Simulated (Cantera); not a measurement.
An isothermal, constant-pressure homogeneous reactor starts with 17.9 % C2H4, 82.1 % H2, at 1725 K and 100.0 Torr.

Computed with Cantera and GRI-Mech 3.0 (53 species, 325 reactions). GRI-Mech 3.0 was tuned for natural gas; its chemistry of ethylene as a main component is partial and can be far from experiment. GRI-Mech 3.0 stops at C3 and has no aromatics, soot or wall deposition, so with more carbon than oxygen in the feed, carbon stays in small species such as C2H2 where larger ones or solid carbon would form.

x: mole fraction; the columns are a selection and need not sum to one.

```json
[
 {"t (s)": "2.00e-5", "x C2H4": "0.178", "x H2": "0.822", "x C2H2": "0.000425", "x C2H6": "1.56e-8", "x CH4": "[?]", "x C2H": "4.38e-12"},
 {"t (s)": "7.87e-5", "x C2H4": "0.177", "x H2": "0.822", "x C2H2": "0.00172", "x C2H6": "1.26e-7", "x CH4": "[?]", "x C2H": "7.00e-11"},
 {"t (s)": "0.000310", "x C2H4": "0.170", "x H2": "0.823", "x C2H2": "0.00740", "x C2H6": "1.01e-6", "x CH4": "[?]", "x C2H": "1.18e-9"},
 {"t (s)": "0.00122", "x C2H4": "0.138", "x H2": "0.828", "x C2H2": "0.0348", "x C2H6": "3.41e-6", "x CH4": "[?]", "x C2H": "1.56e-8"},
 {"t (s)": "0.00479", "x C2H4": "0.0504", "x H2": "0.841", "x C2H2": "0.109", "x C2H6": "1.82e-6", "x CH4": "[?]", "x C2H": "7.00e-8"},
 {"t (s)": "0.0189", "x C2H4": "0.000724", "x H2": "0.848", "x C2H2": "0.151", "x C2H6": "6.32e-8", "x CH4": "[?]", "x C2H": "4.25e-7"},
 {"t (s)": "0.0742", "x C2H4": "0.000678", "x H2": "0.848", "x C2H2": "0.151", "x C2H6": "6.42e-8", "x CH4": "[?]", "x C2H": "5.30e-7"},
 {"t (s)": "0.292", "x C2H4": "0.000677", "x H2": "0.847", "x C2H2": "0.151", "x C2H6": "6.85e-8", "x CH4": "[?]", "x C2H": "5.29e-7"},
 {"t (s)": "1.15", "x C2H4": "0.000674", "x H2": "0.846", "x C2H2": "0.150", "x C2H6": "1.04e-7", "x CH4": "[?]", "x C2H": "5.25e-7"},
 {"t (s)": "4.52", "x C2H4": "0.000672", "x H2": "0.845", "x C2H2": "0.149", "x C2H6": "1.47e-7", "x CH4": "0.00412", "x C2H": "5.23e-7"},
 {"t (s)": "17.8", "x C2H4": "0.000672", "x H2": "0.845", "x C2H2": "0.149", "x C2H6": "1.48e-7", "x CH4": "0.00413", "x C2H": "5.23e-7"},
 {"t (s)": "70.0", "x C2H4": "0.000672", "x H2": "0.845", "x C2H2": "0.149", "x C2H6": "1.48e-7", "x CH4": "0.00413", "x C2H": "5.23e-7"}
]
```

Q: What belongs in the gaps?

A: 
- 2.00e-5, x CH4: 1.36e-9
- 7.87e-5, x CH4: 5.32e-8
- 0.000310, x CH4: 1.78e-6
- 0.00122, x CH4: 3.52e-5
- 0.00479, x CH4: 0.000176
- 0.0189, x CH4: 0.000291
- 0.0742, x CH4: 0.000445
- 0.292, x CH4: 0.00105
- 1.15, x CH4: 0.00285
